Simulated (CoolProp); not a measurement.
The fluid at 293.15 K and 14.4 MPa is throttled through a valve to 8.7 MPa with no heat exchange. The same conditions are run with several fluids, on thermodynamics alone (safety and materials aside).

Computed with CoolProp (reference Helmholtz-energy equation of state of each fluid (methane: Setzmann 1991; nitrogen: Span 2000; dry air: Lemmon 2000; normal hydrogen: Leachman 2009; CF4 (R14): Platzer 1990)). The equations of Platzer and Polt are older, rougher fits. Blends and air are pseudo-pure fits.

```tsv
fluid	temperature change (K)	final density (kg/m³)
methane	-18.6	75.4
nitrogen	-7.7	103
dry air	-8.7	109
normal hydrogen	+2.0	6.79
CF4 (R14)	-14.9	542
```
